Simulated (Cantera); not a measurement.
Feed: 1 mol NH3, 0.97 mol H2, at 0.100 bar.

These are equilibrium values from Cantera (NASA tables, ideal gas, pure condensed phases), not measurements of a reactor. Ions and electrons are included (thermal ionisation). Equilibrium is a limit: real reactors are often held back by kinetics, nucleation or transport.

x: gas mole fraction; nothing condenses.

| T (K) | x H | x H2 | x N2 | x N | x NH | x e- |
|---|---|---|---|---|---|---|
| 2500 | 0.0697 | 0.768 | 0.162 | 3.73e-7 | ___ | 6.18e-12 |
| 2750 | 0.177 | 0.670 | 0.153 | 2.98e-6 | ___ | 2.42e-11 |
| 3000 | 0.355 | 0.506 | 0.138 | 1.64e-5 | ___ | 1.10e-10 |
| 3250 | 0.567 | 0.312 | 0.121 | 6.78e-5 | ___ | 9.74e-10 |
| 3500 | 0.738 | 0.156 | 0.106 | 0.000228 | ___ | 6.85e-9 |
| 3750 | 0.832 | 0.0690 | 0.0979 | 0.000664 | ___ | 3.56e-8 |
| 4000 | 0.874 | 0.0301 | 0.0937 | 0.00172 | ___ | 1.47e-7 |
| 4250 | 0.891 | 0.0138 | 0.0910 | 0.00400 | ___ | 5.12e-7 |
| 4500 | 0.897 | 0.00673 | 0.0879 | 0.00844 | ___ | 1.55e-6 |
| 4750 | 0.897 | 0.00350 | 0.0833 | 0.0163 | ___ | 4.18e-6 |
| 5000 | 0.893 | 0.00193 | 0.0763 | 0.0290 | ___ | 1.03e-5 |

Q: Complete the blanks.

A: 
- 2500, x NH: 1.36e-7
- 2750, x NH: 5.89e-7
- 3000, x NH: 1.79e-6
- 3250, x NH: 3.96e-6
- 3500, x NH: 6.78e-6
- 3750, x NH: 9.86e-6
- 4000, x NH: 1.31e-5
- 4250, x NH: 1.65e-5
- 4500, x NH: 2.00e-5
- 4750, x NH: 2.34e-5
- 5000, x NH: 2.63e-5
